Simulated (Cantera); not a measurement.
**Stirred combustor or abatement burner**

A perfectly stirred reactor is fed with H₂ : O₂ : N₂ = 1 : 1.11 : 4.18 (molar parts), equivalence ratio 0.45, at 593 Torr; it is adiabatic with a 398 K inlet, and is followed from long to short residence time, starting on the burning branch (τ in s: 0.26, 0.12, 0.051, 0.023, 0.01, 0.0044, 0.0019, 0.00085, 0.00038, 0.00017, 7.3e-05).

Cantera simulation using the H2/O2 subset of GRI-Mech 3.0, which has no nitrogen chemistry; the numbers are that mechanism's predictions, not measurements.

| τ (s) | T (K) | x H₂ | x O₂ | x H₂O | x H | x OH |
|---|---|---|---|---|---|---|
| 0.26 | 1618 | 9.40e-5 | 0.105 | 0.172 | 8.29e-6 | 0.000846 |
| 0.12 | 1616 | 0.000157 | 0.105 | 0.172 | 1.79e-5 | 0.00109 |
| 0.051 | 1613 | 0.000277 | 0.105 | 0.172 | 4.24e-5 | 0.00144 |
| 0.023 | 1608 | 0.000469 | 0.105 | 0.171 | 9.43e-5 | 0.00185 |
| 0.010 | 1600 | 0.000810 | 0.105 | 0.170 | 0.000216 | 0.00240 |
| 0.0044 | 1588 | 0.00138 | 0.104 | 0.169 | 0.000483 | 0.00304 |
| 0.0019 | 1567 | 0.00235 | 0.104 | 0.167 | 0.00107 | 0.00378 |
| 0.00085 | 1534 | 0.00386 | 0.104 | 0.164 | 0.00222 | 0.00448 |
| 0.00038 | 1484 | 0.00635 | 0.105 | 0.160 | 0.00434 | 0.00498 |
| 0.00017 | 1409 | 0.0108 | 0.107 | 0.153 | 0.00778 | 0.00505 |
| 7.3e-5 | 1282 | 0.0233 | 0.113 | 0.137 | 0.0120 | 0.00424 |
x: mole fraction; the columns are a selection and need not sum to one.
